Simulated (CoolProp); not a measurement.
Vapour-liquid equilibrium of o-xylene (1) + n-decane (2) at 0.0849 MPa; x and y are mole fractions of (1).

Values from CoolProp's multi-fluid Helmholtz-energy mixture model, Zhou 2012 and Lemmon 2006; pair parameters Bell 2016.

Q: Give the bubble temperature and the first vapour's composition at x = 0.05, 0.35, 0.8. Is there an azeotrope?

A: x = 0.05: 438.5 K, y = 0.095; x = 0.35: 427.9 K, y = 0.532; x = 0.8: 415.4 K, y = 0.898. No azeotrope shows between x = 0.05 and 0.95.

Pair parameters are fitted to limited data, so mixtures are less certain than the pure fluids.
